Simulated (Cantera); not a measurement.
What does this Cantera script print?

```python
import numpy as np
import cantera as ct

gas_names = """
    CL
""".split()
cond_names = """
    TiCL3(s) Ti(a) Ti(b) Ti(L)
""".split()


# ... load() reads the species with a 1 bar reference pressure and builds the phases ...
species = {s.name: s for s in load("nasa_gas.yaml", gas_names) + load("nasa_condensed.yaml", cond_names)}
# Each term lists the table entries of one substance; the one whose range holds T is used.
reactions = {
    'TiCl3 = Ti + 3 Cl(g)':
        [(-1, ['TiCL3(s)']), (1, ['Ti(a)', 'Ti(b)', 'Ti(L)']), (3, ['CL'])],
}


def pick(names, T):
    return next(species[n] for n in names if species[n].thermo.min_temp <= T <= species[n].thermo.max_temp)


results = []
for label, terms in reactions.items():
    print(label)
    print("     T/K   dH/kJ  dS/(J/K)   dG/kJ   log10 K")
    for T in [300, 400, 450, 500, 550, 600, 650, 700, 750, 800, 850]:
        used = [(nu, pick(names, T)) for nu, names in terms]
        dH = sum(nu * s.thermo.h(T) for nu, s in used) / 1e6
        dS = sum(nu * s.thermo.s(T) for nu, s in used) / 1e3
        dG = dH - T * dS / 1e3
        logK = -dG * 1e6 / (ct.gas_constant * T * np.log(10))
        results.append((label, T, dH, dS, dG, logK, [s.name for _, s in used]))
        print(f"{T:8g} {dH:8.1f} {dS:8.1f} {dG:8.1f} {logK:8.2f}")
```

Result:

```
TiCl3 = Ti + 3 Cl(g)
     T/K   dH/kJ  dS/(J/K)   dG/kJ   log10 K
     300   1085.6    386.5    969.7  -168.84
     400   1085.1    384.8    931.1  -121.59
     450   1084.8    384.3    911.9  -105.85
     500   1084.6    383.7    892.7   -93.26
     550   1084.3    383.3    873.5   -82.96
     600   1084.1    382.8    854.4   -74.38
     650   1083.8    382.4    835.3   -67.12
     700   1083.5    382.0    816.1   -60.90
     750   1083.2    381.6    797.1   -55.51
     800   1082.9    381.1    778.0   -50.80
     850   1082.6    380.7    758.9   -46.64
```

Source: NASA polynomial tables (part measured, part estimated), evaluated in Cantera. Condensed species are held in their standard states even where they would react or evaporate.
